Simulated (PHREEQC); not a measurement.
Make-up at 80 °C: 0.014 mol H2SO4 and 0.00016 mol CuSO4 per kg of water. Closed to the air; pH follows from the charge balance.

The numbers come from PHREEQC with the ion-association model, phreeqc.dat.

No solid was allowed to form.

Task: What pH, ionic strength, specific conductance does the model give?

Result: pH 1.83; ionic strength 0.0202 mol/kgw; specific conductance 15600 µS/cm.

Task: In which forms is Cu present?

Result: Cu+2 80 %, CuSO4 20 % of the Cu.

Constants without temperature data keep their 25 °C values here.
